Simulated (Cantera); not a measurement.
Input: 1 mol SiHCl3, 0.31 mol HCl, 3.2 mol H2.

Cantera equilibrium calculation (NASA polynomials, part measured and part estimated; ideal gas, pure solids and liquids). Candidate condensed phases: Si; 19 gas species. The tables' values for SiCl3 are old estimates. Rates play no part.

Task: What condenses at these points (T in °C, P in Pa): (775, 350); (925, 16000); (850, 16000); (1375, 16000); (925, 350)?

Result: 
```
T (°C)  P in Pa  condensed phases  Si condensed (%)
------  -------  ----------------  ----------------
775         350                Si              19.8
925       16000                Si              16.0
850       16000                Si              15.6
1375      16000          gas only               0.0
925         350                Si              12.7
```
